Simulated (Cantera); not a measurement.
Adiabatic ignition

An adiabatic, constant-volume homogeneous reactor starts with 10.7 % CH₄, 17.8 % O₂, 67.0 % N₂, 3.74 % H₂O, 0.758 % C₂H₆, at 1050 K and 1000000 Pa.

Detailed kinetics in Cantera: GRI-Mech 3.0 (53 species, 325 reactions).

```csv
t (s),T (K),P (bar),x CH₄,x O₂,x H₂O,x H₂O₂,x C₂H₂,x C₂H₆
3.00e-6,1050,10.0,0.107,0.178,0.0374,2.18e-12,<1e-12,0.00758
9.98e-6,1050,10.0,0.107,0.178,0.0374,2.45e-11,<1e-12,0.00758
3.32e-5,1050,10.0,0.107,0.178,0.0374,2.84e-10,<1e-12,0.00758
0.000111,1050,10.0,0.107,0.178,0.0374,3.50e-9,<1e-12,0.00758
0.000368,1050,10.0,0.107,0.178,0.0374,4.32e-8,<1e-12,0.00758
0.00122,1050,10.0,0.107,0.178,0.0374,5.38e-7,3.35e-12,0.00758
0.00408,1052,10.0,0.107,0.178,0.0376,1.10e-5,4.51e-9,0.00750
0.0136,2852,29.1,2.90e-11,0.000447,0.203,3.18e-7,<1e-12,<1e-12
0.0451,2852,29.1,2.90e-11,0.000447,0.203,3.18e-7,<1e-12,<1e-12
0.150,2852,29.1,2.90e-11,0.000447,0.203,3.18e-7,<1e-12,<1e-12
0.500,2852,29.1,2.90e-11,0.000447,0.203,3.18e-7,<1e-12,<1e-12
```
x: mole fraction; the columns are a selection and need not sum to one.

* **time of steepest temperature rise**: 8.59 ms
* **temperature at 0.500 s**: 2852 K
* **equilibrium temperature**: 2852 K
* **x(CH₄) at 0.500 s**: 2.90e-11 (gas-phase equilibrium 3.30e-11)
* **x(O₂) at 0.500 s**: 0.000447 (gas-phase equilibrium 0.000447)
* **x(H₂O) at 0.500 s**: 0.203 (gas-phase equilibrium 0.203)
